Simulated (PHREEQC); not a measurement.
Dissolve 0.095 mol HF, 0.00073 mol (NH4)2SiF6, 0.0017 mol H3BO3, 5.1e-05 mol HCl and 0.051 mol NaOH per kg of water at 15 °C. Closed to the air; pH follows from the charge balance.

The numbers come from PHREEQC with the ion-association model, phreeqc.dat.

Precipitation was switched off in this run.

Task: Order these F species by the share of F that they hold, largest first: HF2-, F-, BF4-, SiF6-2, HF.

Result: F- (44 %), HF (33 %), HF2- (10 %), BF4- (6.8 %), SiF6-2 (4.4 %)

The pH is 3.13 and the ionic strength 0.0532 mol/kgw. SiF6-2 is the database's only silicon fluoride. Real BF4- forms and hydrolyses slowly; the run takes it at equilibrium.
